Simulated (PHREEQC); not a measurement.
PHREEQC input (ion-association model, phreeqc.dat):

```
SOLUTION 0
  temp 25
  units mmol/kgw
  pH 7 charge
  Cl 134.21
  Cd 67
  Br 3.5
  K 3.5
  Pb 0.1
  O(0) 1 O2(g) -0.68
SOLUTION 1-30
  temp 25
  units mmol/kgw
  pH 7 charge
  Cl 7.41
  Na 7.4
  O(0) 1 O2(g) -0.68
END
EXCHANGE 1-30
  X 0.21
  -equilibrate 1
END
SELECTED_OUTPUT 1
  -reset false
  -pH true
  -pe true
  -ionic_strength true
  -water true
  -step true
  -totals Br Cd Cl K Na Pb
  -molalities KX CdX2 NaX PbX2
  -saturation_indices Halite Sylvite Cd(OH)2 Pb(OH)2
PRINT
  -reset false
TRANSPORT
  -cells 30
  -shifts 180
  -lengths 0.00666667
  -time_step 60
  -dispersivities 0.016
  -boundary_conditions flux flux
  -correct_disp true
  -punch_cells 30
  -punch_frequency 6
END
```

Selected output (columns that matter, 11 of 31 rows; pore volumes added in front):

```
pore volumes	pH	mu	Br	Cd	Cl	K	Na	Pb	m_KX	m_CdX2	si_Halite	si_Sylvite	si_Cd(OH)2	si_Pb(OH)2
0	5.0349	0.00741	0	0	0.00741	0	0.0074	0	0	0	-5.9094	-1000	-1000	-1000
0.6167	5.0555	0.025867	0.00049577	0	0.025371	4.6187e-26	0.025857	0	1.88e-24	0	-4.8868	-27.968	-1000	-1000
1.2167	5.0846	0.10614	0.002652	1.315e-08	0.10349	1.8963e-10	0.10613	3.7281e-21	1.8805e-09	1.374e-07	-3.7541	-11.844	-12.552	-19.278
1.8167	5.0866	0.13048	0.0033615	0.0023237	0.12919	3.9213e-06	0.12789	2.4599e-11	2.8752e-05	0.011434	-3.6001	-7.4583	-7.3912	-9.5249
2.4167	5.0516	0.10933	0.0034806	0.035036	0.13351	0.000198	0.066709	1.9041e-07	0.00087136	0.075275	-3.9732	-5.8434	-6.177	-5.6265
3.0167	5.0304	0.097291	0.0034974	0.057485	0.13412	0.00079882	0.021829	3.4492e-06	0.0028683	0.095726	-4.5335	-5.3115	-5.9233	-4.3513
3.6167	5.024	0.094282	0.0034997	0.064763	0.1342	0.0014818	0.0066566	1.2049e-05	0.0049994	0.1002	-5.0751	-5.0687	-5.858	-3.802
4.2167	5.0221	0.093531	0.0035	0.066785	0.13421	0.0020555	0.0020248	2.3783e-05	0.006801	0.10081	-5.5993	-4.9338	-5.8411	-3.5052
4.8167	5.0216	0.093361	0.0035	0.067258	0.13421	0.0024919	0.00061981	3.6279e-05	0.00819	0.10052	-6.1152	-4.8519	-5.8374	-3.3218
5.4167	5.0213	0.093346	0.0035	0.067302	0.13421	0.002809	0.00019076	4.8122e-05	0.0092077	0.10009	-6.6271	-4.8001	-5.8374	-3.1994
6.0167	5.0212	0.093367	0.0035	0.067246	0.13421	0.0030328	5.8919e-05	5.8609e-05	0.0099287	0.099719	-7.1372	-4.7666	-5.8381	-3.1141
```
